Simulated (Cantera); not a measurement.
A perfectly stirred reactor is fed with C2H4 : H2 = 1 : 1.5 (molar parts), at 10.00 Torr; it is held at 1625 K, and followed from long to short residence time.

Detailed kinetics in Cantera: GRI-Mech 3.0 (53 species, 325 reactions). GRI-Mech 3.0 was tuned for natural gas; its chemistry of ethylene as a main component is partial and can be far from experiment. GRI-Mech 3.0 stops at C3 and has no aromatics, soot or wall deposition, so with more carbon than oxygen in the feed, carbon stays in small species such as C2H2 where larger ones or solid carbon would form. Radical loss at walls, strong at low pressure, is not modelled.

x: mole fraction; the columns are a selection and need not sum to one.

```
τ (s)     x C2H4   x H2       x H     x CH2     x CH4     x CH3
-------  -------  -----  --------  --------  --------  --------
3.0      0.00277  0.713  0.000193  6.51e-10  0.000194         …
0.87      0.0157  0.710   8.38e-5  9.60e-10  0.000120         …
0.25      0.0686  0.695   4.15e-5   2.06e-9   7.06e-5         …
0.074      0.184  0.662   2.57e-5   3.58e-9   3.31e-5         …
0.022      0.306  0.627   1.73e-5   4.21e-9   1.01e-5         …
0.0063     0.372  0.608   8.62e-6   2.60e-9   1.50e-6         …
0.0018     0.393  0.602   2.77e-6  8.50e-10   1.12e-7         …
0.00054    0.398  0.601   8.37e-7  2.27e-10   7.45e-9         …
0.00016    0.399  0.600   2.50e-7  4.75e-11  4.03e-10  1.95e-10
```

Question: Fill in the missing entries.

Answer: 
- 3.0, x CH3: 1.07e-6
- 0.87, x CH3: 2.98e-7
- 0.25, x CH3: 1.07e-7
- 0.074, x CH3: 6.12e-8
- 0.022, x CH3: 4.24e-8
- 0.0063, x CH3: 1.97e-8
- 0.0018, x CH3: 5.04e-9
- 0.00054, x CH3: 1.10e-9
